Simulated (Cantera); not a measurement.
Input: 1 mol BF3, 0.21 mol O2, 0.49 mol H2, at 7.50 Torr.

Method: chemical equilibrium by Gibbs-energy minimisation in Cantera with the NASA 1993 tables (ideal gas, pure condensed phases). Candidate condensed phases: B, B2O3, B3O3H3, H2O; 43 gas species. The tables' values for BF2 are old estimates; treat these amounts as uncertain. Gases not in the tables: H3BO3. The numbers say what is thermodynamically allowed, not how fast it happens.

Task: At 1423 K, list the 6 most abundant gas species with their mole fractions, and the condensed phases.

Result: HF 0.404, BF3 0.339, BOF 0.191, H2 0.0377, H2O 0.0229, HBO2 0.00355. Condensed: gas only.
